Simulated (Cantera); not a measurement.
Input: 1 mol CH₃SiH₃, 0.037 mol C₃H₈, 1600 mol H₂, equilibrated at 1.33 mbar.

Method: chemical equilibrium by Gibbs-energy minimisation in Cantera with the NASA 1993 tables (ideal gas, pure condensed phases). Candidate condensed phases: C, C₆H₆, C₇H₈, C₈H₁₈, Si, SiC; 87 gas species. The feed counts by its element totals alone. The numbers say what is thermodynamically allowed, not how fast it happens.

log p: log10 of the partial pressure in bar; n: condensed amount in mol.

| T (°C) | log p H₂ | log p H | log p Si | log p C₂H₂ (acetylene) | log p CH₄ | n C(graphite) | n SiC(s) |
|---|---|---|---|---|---|---|---|
| 875 | -2.88 | -8.58 | <-14 | -10.31 | -7.37 | 0.0600 | 1.00 |
| 975 | -2.88 | ___ | ___ | ___ | ___ | ___ | 1.00 |
| 1075 | -2.88 | -7.07 | -12.15 | -8.80 | -7.98 | 0.0947 | 1.000 |
| 1175 | -2.88 | ___ | ___ | ___ | ___ | 0.0886 | 1.000 |
| 1275 | -2.88 | -5.95 | -9.56 | -7.68 | -8.44 | 0.0566 | 1.000 |
| 1375 | -2.88 | -5.49 | -8.45 | -7.33 | -8.68 | 0 | 0.995 |
| 1475 | -2.88 | -5.08 | -7.39 | -7.17 | -8.97 | 0 | 0.946 |
| 1575 | -2.88 | -4.72 | -6.59 | -6.75 | -9.08 | 0 | 0.663 |
| 1675 | -2.89 | -4.39 | -6.12 | -6.36 | -9.19 | 0 | 0 |

Q: Fill in the missing entries.

A: 
- 1175, log p H: -6.47
- 1175, log p Si: -10.76
- 1175, log p C₂H₂ (acetylene): -8.20
- 1175, log p CH₄: -8.23
- 975, log p H: -7.77
- 975, log p Si: -13.76
- 975, log p C₂H₂ (acetylene): -9.49
- 975, log p CH₄: -7.70
- 975, n C(graphite): 0.0864
